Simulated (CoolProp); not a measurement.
Carbon dioxide at 259.77 K and 4.13 MPa flows at 0.22 m/s in a round tube of 6 mm bore and 1.5 µm roughness, fully developed (64/Re and Nu = 3.66 if laminar; Colebrook and Gnielinski if turbulent). Each further row changes one setting.

The numbers come from the reference Helmholtz-energy equation of state, Span 1996 in CoolProp.

| case | Reynolds number | Darcy friction factor | pressure drop (Pa/m) | heat-transfer coefficient (W/(m² K)) | mass flow (kg/h) |
|---|---|---|---|---|---|
| as stated | 10300 | 0.0310 | 126 | 1090 | [?] |
| velocity 0.44 m/s | 20600 | [?] | 427 | [?] | [?] |
| diameter 12 mm | 20600 | [?] | [?] | 996 | 90.4 |

### Question
Complete the blanks.

### Answer

- as stated, mass flow (kg/h): 22.6
- velocity 0.44 m/s, Darcy friction factor: 0.0262
- velocity 0.44 m/s, heat-transfer coefficient (W/(m² K)): 2010
- velocity 0.44 m/s, mass flow (kg/h): 45.2
- diameter 12 mm, Darcy friction factor: 0.0260
- diameter 12 mm, pressure drop (Pa/m): 52.9

Viscosity comes from a separate model (Laesecke 2017). Thermal conductivity comes from a separate model (Huber 2016).
